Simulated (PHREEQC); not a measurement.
Make-up at 65 °C: 0.038 mol HNO3, 0.00039 mol ZnSO4 and 0.00066 mol MgCl2 per kg of water. Closed to the air; pH follows from the charge balance.

Model: ion-association model, phreeqc.dat, run in PHREEQC.

Each row changes one thing in this solution. Precipitation was switched off in this run.

| case | pH | HSO4- (mol/kgw) | SO4-2 (mol/kgw) |
|---|---|---|---|
| as made | 1.49 | 0.000316 | 6.66e-5 |
| ZnSO4 replaced by CaSO4 at the same molality | 1.49 | 0.000316 | 6.66e-5 |
| diluted 10-fold with water | 2.45 | 1.64e-5 | 2.20e-5 |
| temperature from 65 to 20 °C | 1.49 | 0.000239 | 0.000143 |
| MgCl2 left out | 1.49 | 0.000321 | 6.69e-5 |

Complexes and solids missing from the database can't appear. Constants without temperature data keep their 25 °C values here.
